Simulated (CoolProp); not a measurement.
Nitrogen along the isotherm 132.1 K: Z from the reference equation and from simpler models built on Tc = 126.2 K, pc = 3396 kPa, ω = 0.037; each cubic takes its own stable root.

The numbers come from the reference Helmholtz-energy equation of state, Span 2000 in CoolProp.

```tsv
p (kPa)	phase	reference
113	gas	0.9903
226	gas	0.9805
340	gas	0.9705
453	gas	0.9604
566	gas	0.9502
679	gas	0.9399
792	gas	0.9293
906	gas	0.9185
1020	gas	0.9076
1130	gas	0.8968
1250	gas	0.8849
1360	gas	0.8737
1470	gas	0.8623
1580	gas	0.8508
1700	gas	0.8378
```

Q: How far does each simpler model (Pitzer virial, van der Waals, Redlich-Kwong, Soave-Redlich-Kwong, Peng-Robinson) lie from the reference over these 15 states: mean and median of the absolute difference, and the worst?

A: 
- Pitzer virial: mean 0.5 %, median 0.3 %, worst +1.7 % at 132.1 K and 1700 kPa
- van der Waals: mean 0.7 %, median 0.7 %, worst +1.3 % at 132.1 K and 1700 kPa
- Redlich-Kwong: mean 0.2 %, median 0.2 %, worst -0.4 % at 132.1 K and 1700 kPa
- Soave-Redlich-Kwong: mean 0.2 %, median 0.2 %, worst -0.3 % at 132.1 K and 1700 kPa
- Peng-Robinson: mean 1.3 %, median 1.3 %, worst -2.4 % at 132.1 K and 1700 kPa
